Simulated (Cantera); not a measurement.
# Equilibrium for silicon nitride deposition: SiH2Cl2 + N2

Feed: 1 mol SiH2Cl2, 24 mol N2, equilibrated at 0.495 Torr.

Equilibrium computed with Cantera from the NASA thermochemical tables; the gas is ideal and each condensed phase is pure. Candidate condensed phases: NH4Cl, Si, Si3N4; 28 gas species. N2 is the only nitrogen source here; it is nearly inert below about 1500 K, so the nitride shown seldom forms there in practice. The tables' values for SiCl3, SiCl, SiN are old estimates; treat these amounts as uncertain. Kinetics and transport are ignored.

From 1373 K to 1623 K the condensed part is Si3N4(s). From 1648 K to 1673 K the condensed part is Si(s). At 1698 K the condensed part is Si(l). The main Si-bearing gas is SiCl2 throughout. The share of Si in condensed phases is highest at 1373 K (63.5 %) and lowest at 1698 K (17.9 %).

| T (K) | x N2 | x HCl | x H2 | x SiCl2 | x Si | x H | x SiCl3 | n Si3N4(s) | n Si(s) | n Si(l) |
|---|---|---|---|---|---|---|---|---|---|---|
| 1373 | 0.922 | 0.0483 | 0.0149 | 0.0132 | 1.73e-8 | 1.58e-5 | 0.000820 | 0.212 | 0 | 0 |
| 1398 | 0.922 | 0.0448 | 0.0167 | 0.0153 | 5.11e-8 | 2.38e-5 | 0.000690 | 0.195 | 0 | 0 |
| 1423 | 0.922 | 0.0412 | 0.0184 | 0.0174 | 1.45e-7 | 3.51e-5 | 0.000570 | 0.179 | 0 | 0 |
| 1448 | 0.922 | 0.0376 | 0.0202 | 0.0194 | 3.98e-7 | 5.09e-5 | 0.000464 | 0.163 | 0 | 0 |
| 1473 | 0.922 | 0.0341 | 0.0218 | 0.0212 | 1.05e-6 | 7.28e-5 | 0.000374 | 0.148 | 0 | 0 |
| 1498 | 0.922 | 0.0307 | 0.0234 | 0.0230 | 2.70e-6 | 0.000102 | 0.000299 | 0.134 | 0 | 0 |
| 1523 | 0.922 | 0.0276 | 0.0249 | 0.0246 | 6.70e-6 | 0.000142 | 0.000238 | 0.120 | 0 | 0 |
| 1548 | 0.922 | 0.0248 | 0.0263 | 0.0260 | 1.62e-5 | 0.000194 | 0.000189 | 0.108 | 0 | 0 |
| 1573 | 0.922 | 0.0221 | 0.0275 | 0.0273 | 3.78e-5 | 0.000263 | 0.000149 | 0.0960 | 0 | 0 |
| 1598 | 0.922 | 0.0197 | 0.0287 | 0.0285 | 8.62e-5 | 0.000351 | 0.000118 | 0.0852 | 0 | 0 |
| 1623 | 0.922 | 0.0176 | 0.0296 | 0.0295 | 0.000192 | 0.000463 | 9.32e-5 | 0.0748 | 0 | 0 |
| 1648 | 0.922 | 0.0160 | 0.0301 | 0.0301 | 0.000390 | 0.000602 | 7.48e-5 | 0 | 0.198 | 0 |
| 1673 | 0.922 | 0.0159 | 0.0301 | 0.0301 | 0.000633 | 0.000769 | 6.51e-5 | 0 | 0.190 | 0 |
| 1698 | 0.921 | 0.0158 | 0.0300 | 0.0300 | 0.000995 | 0.000975 | 5.73e-5 | 0 | 0 | 0.179 |
x: gas mole fraction; n: condensed amount in mol.
